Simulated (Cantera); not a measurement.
A closed system holds: 1 mol Cu, 0.027 mol H2O, 3.1 mol CO, held at 1650 Torr.

Cantera equilibrium calculation (NASA polynomials, part measured and part estimated; ideal gas, pure solids and liquids). Candidate condensed phases: C, C6H6, C7H8, C8H18, Cu, CuO, Cu(OH)2, Cu2O, H2O; 113 gas species. Equilibrium is a limit: real reactors are often held back by kinetics, nucleation or transport.

log p: log10 of the partial pressure in bar; n: condensed amount in mol.

```
T (K)  log p CO  log p CO2  log p H2  log p H2O  log p CH4  n C(graphite)  n Cu(s)  n Cu(l)
-----  --------  ---------  --------  ---------  ---------  -------------  -------  -------
1048       0.21      -0.24     -1.74          ?      -4.71          0.628     1.00        0
1098       0.27      -0.50     -1.74          ?      -4.91          0.373     1.00        0
1148       0.30      -0.78     -1.73          ?      -5.09          0.195     1.00        0
1198       0.32      -1.07     -1.73          ?      -5.26         0.0921     1.00        0
1248       0.33      -1.35     -1.73          ?      -5.41         0.0371     1.00        0
1298       0.33      -1.61     -1.73          ?      -5.56        0.00844     1.00        0
1348       0.33      -1.73     -1.73      -3.50      -5.82              0    1.000        0
1398       0.33      -1.73     -1.73      -3.46      -6.18              0        0    1.000
```

Problem. What belongs in the gaps?

Solution. 
- 1048, log p H2O: -2.26
- 1098, log p H2O: -2.50
- 1148, log p H2O: -2.75
- 1198, log p H2O: -2.99
- 1248, log p H2O: -3.21
- 1298, log p H2O: -3.43
